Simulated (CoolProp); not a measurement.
A simple Rankine cycle with n-pentane: condensing at 291.15 K, boiler at 1.18 MPa, turbine inlet 411.5 K, turbine efficiency 0.8, pump efficiency 0.7, no recuperator. Each further row changes one setting.

The numbers come from the reference Helmholtz-energy equation of state, Thol 2019 in CoolProp.

```csv
case,thermal efficiency (%),net work (kJ/kg),heat in (kJ/kg),turbine exit temperature (K),volume ratio over the turbine
as stated,16.8,94.5,562,345.4,24.3
turbine inlet 431.5 K,16.6,___,613,367.5,23.3
condensing temperature 283.15 K,17.9,104,581,339.9,___
boiler pressure 0.826 MPa,15.3,88.3,577,356.4,___
turbine efficiency 0.7,14.6,82.4,562,351.8,24.8
```

Q: What belongs in the gaps?

A: 
- turbine inlet 431.5 K, net work (kJ/kg): 102
- condensing temperature 283.15 K, volume ratio over the turbine: 33.2
- boiler pressure 0.826 MPa, volume ratio over the turbine: 15.9
